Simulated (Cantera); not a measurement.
An isothermal plug-flow reactor at 900 K and 5.00 bar (inlet), inlet velocity 0.13 m/s, active area per volume 150 1/m; feed 0.272 % H2, 10.3 % O2, 89.4 % N2, equivalence ratio 0.013.

Cantera simulation using Deutschmann's 1995 Pt surface mechanism with GRI-Mech 3.0 gas chemistry; the numbers are that mechanism's predictions, not measurements. Catalytic surfaces can have several steady states; this one follows from the mechanism file's or the stated starting coverage. Mass transfer to the wall is taken as infinitely fast.

x: gas mole fraction; θ: surface coverage.

```csv
z (m),x H2,x O2,x H2O,θ free Pt,θ O*,θ OH*
0.00069,?,0.102,0.00232,0.0599,0.938,0.00176
0.0011,?,0.102,0.00258,0.0578,0.940,0.00178
0.0019,?,0.102,0.00270,0.0569,0.941,0.00178
0.0032,?,0.102,0.00272,0.0567,0.942,0.00179
0.0053,?,0.102,0.00272,0.0567,0.942,0.00179
0.0088,1.84e-12,0.102,0.00272,0.0567,0.942,0.00179
0.015,<1e-12,0.102,0.00272,0.0567,0.942,0.00179
0.025,<1e-12,0.102,0.00272,0.0567,0.942,0.00179
0.041,<1e-12,0.102,0.00272,0.0567,0.942,0.00179
0.069,<1e-12,0.102,0.00272,0.0567,0.942,0.00179
```

Some entries are withheld; supply them.


- 0.00069, x H2: 0.000396
- 0.0011, x H2: 0.000145
- 0.0019, x H2: 2.14e-5
- 0.0032, x H2: 9.76e-7
- 0.0053, x H2: 6.70e-9
